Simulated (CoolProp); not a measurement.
Ethanol at several states: Z from the reference equation and from simpler models built on Tc = 514.7 K, pc = 6268 kPa, ω = 0.644; each cubic takes its own stable root.

Model: reference Helmholtz-energy equation of state, Schroeder 2014, in CoolProp.

```
T (K)  p (kPa)          phase  reference
-----  -------  -------------  ---------
306.3    22200         liquid     0.5040
165.2     1580         liquid    0.05867
377.7      778         liquid    0.01608
558.9    17700  supercritical     0.4031
166.1      272         liquid    0.01006
```

Q: How far does each simpler model (van der Waals, Redlich-Kwong, Soave-Redlich-Kwong, Peng-Robinson) lie from the reference over these 5 states: mean and median of the absolute difference, and the worst?

A: 
- van der Waals: mean 1180.2 %, median 87.0 %, worst +5606.5 % at 377.7 K and 778 kPa
- Redlich-Kwong: mean 1105.7 %, median 25.5 %, worst +5431.7 % at 377.7 K and 778 kPa
- Soave-Redlich-Kwong: mean 23.0 %, median 22.1 %, worst +33.0 % at 558.9 K and 17700 kPa
- Peng-Robinson: mean 10.3 %, median 9.2 %, worst +21.9 % at 558.9 K and 17700 kPa

At some of these states van der Waals, Redlich-Kwong gives the other phase, because its saturation line lies elsewhere.
